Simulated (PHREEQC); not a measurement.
Solution (18 °C): 0.15 mol/kgw HF and 0.00034 mol/kgw (CH3)4NF. Closed to the air; pH follows from the charge balance.

The numbers come from PHREEQC with the ion-association model, wateq4f.dat.

| quantity | before | after |
|---|---|---|
| ionic strength (mol/kgw) | 0.0104 | 0.00736 |
| HF (mol/kgw) | 0.0869 | 0.0500 |
| H2F2 (mol/kgw) | 0.0253 | 0.00836 |
| F- (mol/kgw) | 0.00793 | 0.00623 |
| HF2- (mol/kgw) | 0.00250 | 0.00113 |

Task: Name the change that produced these shifts.
(A) 0.0017 mol/kgw Na2S added
(B) temperature from 18 to 25 °C
(C) HF replaced by NH4BF4 at the same molality
(D) temperature from 18 to 55 °C
(E) diluted 2-fold with water

Result: E, diluted 2-fold with water

No solid was allowed to form. (CH3)4N+ isn't in the database: it is added as a free cation with an ion size of 4 Å. wateq4f.dat counts part of the HF as a dimer, H2F2, which phreeqc.dat doesn't know; its constant is uncertain.
